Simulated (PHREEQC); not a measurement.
3.2 g of hydrous ferric oxide (600 m²/g; 0.2 weak and 0.005 strong sites per Fe, Dzombak-Morel constants, diffuse double layer) in 1 kg of water with 0.3 mol/kgw of an inert sodium salt and 1.5e-05 mol/kgw Na2SeO4, at 25 °C; the pH is set by adding NaOH or the inert anion's acid. Oxygen is held at 0.21 atm. CO2 from the air is kept out. No solid was allowed to form.

Model: ion-association model, wateq4f.dat, run in PHREEQC.

Predict surface charge σ (C/m²), surface potential ψ (mV) at pH = 6.33, 7.67, 10.33, 11.


```tsv
pH	surface charge σ (C/m²)	surface potential ψ (mV)
6.33	0.121	71
7.67	0.024	19
10.33	-0.166	-86
11	-0.244	-105
```

Complexes and solids missing from the database can't appear. The oxide is taken as insoluble; below pH 4 it would dissolve.
